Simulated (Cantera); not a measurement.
A closed system holds: 1 mol SiO2, 3 mol HBr, 16 mol O2, held at 825 K and 10.0 mbar.

Method: chemical equilibrium by Gibbs-energy minimisation in Cantera with the NASA 1993 tables (ideal gas, pure condensed phases). Candidate condensed phases: Br2, H2O, Si, SiO2; 28 gas species. Kinetics and transport are ignored.

Base state: O2 0.835, H2O 0.0818, Br2 0.0811, Br 0.00135, HBr 0.000633 (mole fractions); condensed: SiO2(α-quartz).

Problem. What changes in the equilibrium state with this change: temperature from 825 K to 1098.15 K?

Solution. 
| species | before | after |
|---|---|---|
| O2 | 0.835 | 0.819 |
| H2O | 0.0818 | 0.0772 |
| Br2 | 0.0811 | 0.0574 |
| Br | 0.00135 | 0.0395 |
| HBr | 0.000633 | 0.00654 |
| SiO2(α-quartz), mol | 1.00 | 0 |
| SiO2(β-quartz), mol | 0 | 1.00 |
